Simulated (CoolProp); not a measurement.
Vapour-liquid equilibrium of CHF3 (R23) (1) + R125 (2) at 983 kPa; x and y are mole fractions of (1).

The numbers come from the multi-fluid Helmholtz-energy mixture model, Penoncello 2003 and Lemmon 2005; pair parameters Bell 2016 in CoolProp.

Question: Give the bubble temperature and the first vapour's composition at x = 0.05, 0.35, 0.95. Is there an azeotrope?

Answer: x = 0.05: 9.5 °C, y = 0.116; x = 0.35: -7.8 °C, y = 0.609; x = 0.95: -29.4 °C, y = 0.984. No azeotrope shows between x = 0.05 and 0.95.

Pair parameters are fitted to limited data, so mixtures are less certain than the pure fluids.
